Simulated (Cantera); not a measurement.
## Stirred combustor or abatement burner

A perfectly stirred reactor is fed with 31.3 % CO, 2.25 % H2, 14.0 % O2, 52.5 % N2, equivalence ratio 1.2, at 5.00 bar; it is adiabatic with a 798 K inlet, and is followed from long to short residence time, starting on the burning branch (τ in s: 0.19, 0.071, 0.026, 0.0099, 0.0037, 0.0014, 0.00051, 0.00019, 7.1e-05, 2.7e-05).

Detailed kinetics in Cantera: GRI-Mech 3.0 (53 species, 325 reactions). The hydrogen kinetics of GRI-Mech 3.0 are dated; newer H2 mechanisms differ, most at raised pressure.

| τ (s) | T (K) | x CO | x H2 | x O2 | x H2O2 | x N2O |
|---|---|---|---|---|---|---|
| 0.19 | 2678 | 0.0957 | 0.00122 | 0.0120 | 5.47e-8 | 6.95e-7 |
| 0.071 | 2676 | 0.0958 | 0.00122 | 0.0121 | 5.48e-8 | 6.97e-7 |
| 0.026 | 2673 | 0.0963 | 0.00123 | 0.0124 | 5.53e-8 | 7.02e-7 |
| 0.0099 | 2664 | 0.0975 | 0.00125 | 0.0131 | 5.64e-8 | 7.16e-7 |
| 0.0037 | 2641 | 0.101 | 0.00129 | 0.0150 | 5.92e-8 | 7.48e-7 |
| 0.0014 | 2588 | 0.107 | 0.00141 | 0.0188 | 6.63e-8 | 8.15e-7 |
| 0.00051 | 2481 | 0.120 | 0.00163 | 0.0255 | 8.72e-8 | 9.07e-7 |
| 0.00019 | 2328 | 0.136 | 0.00194 | 0.0334 | 1.37e-7 | 9.54e-7 |
| 7.1e-5 | 2144 | 0.154 | 0.00224 | 0.0415 | 2.40e-7 | 9.37e-7 |
| 2.7e-5 | 1927 | 0.175 | 0.00244 | 0.0516 | 4.92e-7 | 8.96e-7 |
x: mole fraction; the columns are a selection and need not sum to one.
